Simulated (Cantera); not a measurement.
A jet of H2 : O2 : N2 = 0.013 : 0.053 : 0.79 (molar parts), equivalence ratio 0.12 at 300 K and 0.0247 atm hits a platinum plate 4.7 cm away at a mass flux of 0.023 kg/m²/s; the plate temperature is set and raised in steps from an oxygen-covered start.

Model: Deutschmann's 1995 Pt surface mechanism with GRI-Mech 3.0 gas chemistry, integrated in Cantera. Catalytic surfaces can have several steady states; this one follows from the mechanism file's or the stated starting coverage.

x: mole fraction at the wall; θ: surface coverage.

| plate T (K) | wall x H2 | wall x O2 | wall x H2O | wall x OH | θ free Pt | θ O* | θ OH* |
|---|---|---|---|---|---|---|---|
| 600 | 0.00227 | 0.0482 | 0.0249 | <1e-8 | 0.0776 | 0.919 | … |
| 650 | 0.00224 | 0.0482 | 0.0248 | <1e-8 | 0.0826 | 0.915 | … |
| 700 | 0.00207 | 0.0480 | 0.0249 | <1e-8 | 0.0947 | 0.904 | … |
| 750 | 0.00166 | 0.0477 | 0.0255 | <1e-8 | 0.126 | 0.873 | … |
| 800 | 0.00126 | 0.0473 | 0.0262 | <1e-8 | 0.179 | 0.820 | … |

### Question
Some entries are withheld; supply them.

### Answer

- 600, θ OH*: 0.00292
- 650, θ OH*: 0.00197
- 700, θ OH*: 0.00145
- 750, θ OH*: 0.00121
- 800, θ OH*: 0.00106
